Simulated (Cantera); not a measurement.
A diamond (100) surface in a fixed gas of H2 with x(CH4) = 0.005, x(H) = 0.011, x(CH3) = 0.00011, at 900 K; coverages are run to steady state.

Detailed kinetics in Cantera: the Harris–Goodwin 1993 mechanism for the reconstructed diamond (100) surface.

θ: site fractions in the mechanism's names (c6HH fully hydrogenated, c6H* and c6*H radical sites, c6** diradical, c6HM methylated).

| P (Pa) | growth (µm/h) | θ c6HH | θ c6H* | θ c6*H | θ c6** | θ c6HM |
|---|---|---|---|---|---|---|
| 610 | (withheld) | 0.685 | 0.0104 | 0.290 | 0.00434 | 0.00830 |
| 1000 | (withheld) | 0.685 | 0.0104 | 0.290 | 0.00434 | 0.00833 |
| 1800 | (withheld) | 0.685 | 0.0104 | 0.290 | 0.00435 | 0.00835 |
| 3100 | (withheld) | 0.685 | 0.0104 | 0.290 | 0.00435 | 0.00836 |
| 5300 | (withheld) | 0.685 | 0.0105 | 0.290 | 0.00435 | 0.00837 |
| 9000 | (withheld) | 0.685 | 0.0105 | 0.290 | 0.00436 | 0.00837 |
| 15000 | (withheld) | 0.685 | 0.0107 | 0.290 | 0.00437 | 0.00838 |
| 26000 | (withheld) | 0.685 | 0.0109 | 0.289 | 0.00439 | 0.00838 |

Problem. What belongs in the gaps?

Solution. 
- 610, growth (µm/h): 0.207
- 1000, growth (µm/h): 0.340
- 1800, growth (µm/h): 0.614
- 3100, growth (µm/h): 1.06
- 5300, growth (µm/h): 1.81
- 9000, growth (µm/h): 3.08
- 15000, growth (µm/h): 5.14
- 26000, growth (µm/h): 8.92
